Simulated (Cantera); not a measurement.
Standard-state values (1 bar) from the NASA 1993 polynomials, evaluated with Cantera. Values are per mole of reaction as written; species without (g) are pure solids or liquids, kept so even where they would boil at 1 bar.

3 SF4(g) ⇌ S + 2 SF6(g)

| T (K) | ΔH° (kJ) | ΔS° (J/K) | ΔG° (kJ) | log10 K | condensed phases |
|---|---|---|---|---|---|
| 350 | -152.1 | -285.9 | -52.1 | 7.77 | S(s) |
| 375 | -151.9 | -285.4 | -44.9 | 6.26 | S(s) |
| 400 | ? | ? | ? | ? | S(l) |
| 425 | -150.1 | -280.6 | -30.8 | 3.79 | S(l) |
| 450 | ? | ? | ? | ? | S(l) |
| 475 | ? | ? | ? | ? | S(l) |
| 500 | ? | ? | ? | ? | S(l) |
| 525 | -148.6 | -277.5 | -2.9 | 0.29 | S(l) |
| 550 | -148.2 | -276.7 | 4.0 | -0.38 | S(l) |

Q: What belongs in the gaps?

A: 
- 400, ΔH° (kJ): -150.3
- 400, ΔS° (J/K): -281.1
- 400, ΔG° (kJ): -37.8
- 400, log10 K: 4.94
- 450, ΔH° (kJ): -149.8
- 450, ΔS° (J/K): -280.0
- 450, ΔG° (kJ): -23.8
- 450, log10 K: 2.76
- 475, ΔH° (kJ): -149.4
- 475, ΔS° (J/K): -279.2
- 475, ΔG° (kJ): -16.8
- 475, log10 K: 1.85
- 500, ΔH° (kJ): -149.0
- 500, ΔS° (J/K): -278.3
- 500, ΔG° (kJ): -9.9
- 500, log10 K: 1.03
